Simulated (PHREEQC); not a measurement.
Alkaline etch or developer

Solution (25 °C): 44 mmol/kgw CsOH, 0.032 mmol/kgw CO2 and 74 mmol/kgw Na2CO3. Closed to the air; pH follows from the charge balance.

Equilibrium calculation in PHREEQC: ion-association model, wateq4f.dat.

Each row changes one thing in this solution. No solid was allowed to form.

| case | pH | ionic strength (mol/kgw) | CO3-2 (mol/kgw) | HCO3- (mol/kgw) |
|---|---|---|---|---|
| as made | 12.49 | 0.206 | 0.0442 | 0.000125 |
| CO2 left out | 12.49 | 0.206 | 0.0441 | 0.000124 |
| 0.0047 mol/kgw HCl added | 12.45 | 0.206 | 0.0442 | 0.000139 |
| 0.0015 mol/kgw NaOH added | ? | ? | 0.0440 | 0.000120 |
| Na2CO3 left out | 12.56 | 0.0440 | 3.19e-5 | 1.10e-7 |
| temperature from 25 to 30 °C | 12.33 | ? | 0.0402 | 0.000149 |
| 0.043 mol/kgw Na2SO4 added | 12.47 | 0.306 | 0.0378 | 0.000101 |

Q: What belongs in the gaps?

A: 
- 0.0015 mol/kgw NaOH added, pH: 12.51
- 0.0015 mol/kgw NaOH added, ionic strength (mol/kgw): 0.208
- temperature from 25 to 30 °C, ionic strength (mol/kgw): 0.199
